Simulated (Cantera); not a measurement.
Charge: 1 mol CH₃SiH₃, 0.034 mol C₂H₄, 69 mol H₂, at 1752 °C.

These are equilibrium values from Cantera (NASA tables, ideal gas, pure condensed phases), not measurements of a reactor. Candidate condensed phases: C, C₆H₆, C₇H₈, C₈H₁₈, Si, SiC; 87 gas species. The feed counts by its element totals alone. Equilibrium is a limit: real reactors are often held back by kinetics, nucleation or transport.

Task: At 19.0 mbar, list the 5 most abundant gas species with their mole fractions, and the condensed phases.

Result: H₂ 0.985, H 0.0139, C₂H₂ (acetylene) 0.000591, Si 0.000226, SiH 1.98e-5. Condensed: SiC(s).
